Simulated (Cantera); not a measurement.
Low-pressure radical oxidation in H2/O2

An isothermal, constant-pressure homogeneous reactor starts with H2 : O2 = 0.013 : 1 (molar parts), at 1425 K and 0.0263 atm.

Detailed kinetics in Cantera: the H2/O2 subset of GRI-Mech 3.0, which has no nitrogen chemistry. Radical loss at walls, strong at low pressure, is not modelled.

```tsv
t (s)	x H2	x O2	x OH	x H	x O	x HO2
1.00e-5	0.0128	0.987	3.23e-9	5.18e-9	3.27e-9	8.32e-9
3.76e-5	0.0128	0.987	2.46e-8	9.77e-9	2.55e-8	3.13e-8
0.000141	0.0128	0.987	1.72e-7	2.89e-8	1.91e-7	1.18e-7
0.000532	0.0128	0.987	6.27e-6	8.25e-7	7.31e-6	4.47e-7
0.00200	0.000425	0.975	0.00244	0.000572	0.0102	1.19e-6
0.00752	6.00e-5	0.976	0.00172	0.000400	0.0104	9.23e-7
0.0283	4.92e-5	0.978	0.00156	0.000293	0.00847	8.32e-7
0.106	2.65e-5	0.982	0.00115	0.000113	0.00445	5.92e-7
0.400	6.51e-6	0.986	0.000571	1.34e-5	0.00107	2.48e-7
1.50	8.65e-7	0.987	0.000209	6.41e-7	0.000140	6.50e-8
5.66	1.20e-7	0.987	7.80e-5	3.32e-8	1.94e-5	4.12e-8
21.3	5.33e-8	0.987	5.19e-5	9.82e-9	8.59e-6	5.10e-8
80.0	5.27e-8	0.987	5.16e-5	9.65e-9	8.50e-6	5.12e-8
```
x: mole fraction; the columns are a selection and need not sum to one.

Equilibrium at this temperature and pressure: H2 5.27e-8, O2 0.987, OH 5.16e-5, H 9.65e-9, O 8.50e-6, HO2 5.12e-8 (gas phase only).
